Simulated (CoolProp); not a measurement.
A single-stage vapour-compression cycle with R125: evaporating at 223.15 K (dew point), condensing at 252.15 K (bubble point), superheat 0 K, subcooling 2 K, compressor efficiency 0.75, no pressure losses. Each further row changes one setting.

Values from CoolProp's reference Helmholtz-energy equation of state, Lemmon 2005.

| case | cooling COP | pressure ratio | discharge temperature (K) | refrigerating effect (kJ/kg) | volumetric capacity (kJ/m³) |
|---|---|---|---|---|---|
| as stated | (withheld) | 3.53 | 264.8 | 134 | 834 |
| evaporating temperature 228.15 K | 6.49 | (withheld) | 262.1 | (withheld) | 1070 |
| condensing temperature 247.15 K | (withheld) | (withheld) | 258.2 | 140 | 870 |
| subcooling 7 K | (withheld) | 3.53 | 264.8 | 140 | 870 |
| superheat 10 K | 5.13 | 3.53 | (withheld) | 141 | 834 |
| compressor efficiency 0.65 | (withheld) | 3.53 | 269.9 | 134 | 834 |

**Question.** Complete the blanks.

**Answer.** 
- as stated, cooling COP: 5.14
- evaporating temperature 228.15 K, pressure ratio: 2.76
- evaporating temperature 228.15 K, refrigerating effect (kJ/kg): 137
- condensing temperature 247.15 K, cooling COP: 6.37
- condensing temperature 247.15 K, pressure ratio: 2.91
- subcooling 7 K, cooling COP: 5.36
- superheat 10 K, discharge temperature (K): 275.3
- compressor efficiency 0.65, cooling COP: 4.45
